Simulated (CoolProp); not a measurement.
Chlorine along the isotherm 365 K: fugacity coefficient from the reference equation and from simpler models built on Tc = 416.9 K, pc = 7.642 MPa, ω = 0.070; each cubic takes its own stable root.

Model: reference Helmholtz-energy equation of state, Thol 2021, in CoolProp.

| p (MPa) | phase | reference | van der Waals | Redlich-Kwong | Soave-Redlich-Kwong |
|---|---|---|---|---|---|
| 0.478 | gas | 0.9695 | 0.9745 | 0.9690 | 0.9687 |
| 0.955 | gas | 0.9392 | 0.9492 | 0.9384 | 0.9378 |
| 1.43 | gas | 0.9091 | 0.9240 | 0.9080 | 0.9071 |
| 1.91 | gas | 0.8785 | 0.8985 | 0.8775 | 0.8763 |
| 2.39 | gas | 0.8477 | 0.8728 | 0.8469 | 0.8454 |
| 2.87 | gas | 0.8166 | 0.8471 | 0.8163 | 0.8144 |
| 3.82 | liquid | 0.6966 | 0.7952 | 0.7103 | 0.6954 |

At some of these states van der Waals gives the other phase, because its saturation line lies elsewhere.
